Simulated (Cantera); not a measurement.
Feed: 1 mol B2H6, 5.8 mol H2O, 0.12 mol N2, held at 1602 °C and 368 Torr.

These are equilibrium values from Cantera (NASA tables, ideal gas, pure condensed phases), not measurements of a reactor. Candidate condensed phases: B, BN, B2O3, B3O3H3, H2O; 39 gas species. The feed counts by its element totals alone. Kinetics and transport are ignored.

Base state: H2 0.602, H2O 0.196, HBO2 0.173, B2O3 0.0130, N2 0.0121, HBO 0.00186, H 0.000727, (HBO2)3 7.28e-5 (mole fractions); condensed: gas only.

Problem. What changes in the equilibrium state with this change: temperature from 1602 °C to 627 °C?

Solution. 
```
species         before    after
------------  --------  -------
H2               0.602    0.675
H2O              0.196    0.306
N2              0.0121   0.0135
HBO2             0.173  1.99e-6
B2O3            0.0130    <1e-9
(HBO2)3        7.28e-5  0.00573
HBO            0.00186    <1e-9
H             0.000727    <1e-9
BO             3.69e-5    <1e-9
B2O3(l), mol         0    0.924
```
Gases not in the tables: H3BO3.

Problem. What changes in the equilibrium state with this change: temperature from 1602 °C to 600 °C?

Solution. 
| species | before | after |
|---|---|---|
| H2 | 0.602 | 0.675 |
| H2O | 0.196 | 0.305 |
| N2 | 0.0121 | 0.0135 |
| HBO2 | 0.173 | 9.60e-7 |
| B2O3 | 0.0130 | <1e-9 |
| (HBO2)3 | 7.28e-5 | 0.00672 |
| HBO | 0.00186 | <1e-9 |
| H | 0.000727 | <1e-9 |
| BO | 3.69e-5 | <1e-9 |
| B2O3(l), mol | 0 | 0.910 |
Gases not in the tables: H3BO3.
